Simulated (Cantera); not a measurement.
Charge: 1 mol TEOS, 0.23 mol CO2, held at 1150 K and 13300 Pa.

Cantera equilibrium calculation (NASA polynomials, part measured and part estimated; ideal gas, pure solids and liquids). The feed counts by its element totals alone. The tables hold silica as quartz up to 1696 K and as liquid above; real silica turns to tridymite and cristobalite and melts near 1996 K. Kinetics and transport are ignored.

| species | before | after |
|---|---|---|
| H2 | 0.800 | 0.690 |
| CO | 0.197 | 0.306 |
| SiO | <1e-9 | 0.00223 |
| H | 1.83e-7 | 0.00180 |
| C2H2 (acetylene) | 3.09e-8 | 0.000263 |
| CO2 | 0.000203 | 5.29e-7 |
| H2O | 0.000984 | 5.02e-6 |
| CH4 | 0.00200 | 3.56e-5 |
| C(graphite), mol | 5.76 | 2.83 |
| SiO2(β-quartz), mol | 1.00 | 0 |
| SiC(s), mol | 0 | 0.968 |
Gas species are given as mole fractions.

Problem. Which change was made?
A) CO2 from 0.23 to 5.4 mol
B) pressure from 13300 Pa to 110 Pa
C) temperature from 1150 K to 1900 K
D) CO2 from 0.23 to 10 mol

Solution. C, temperature from 1150 K to 1900 K
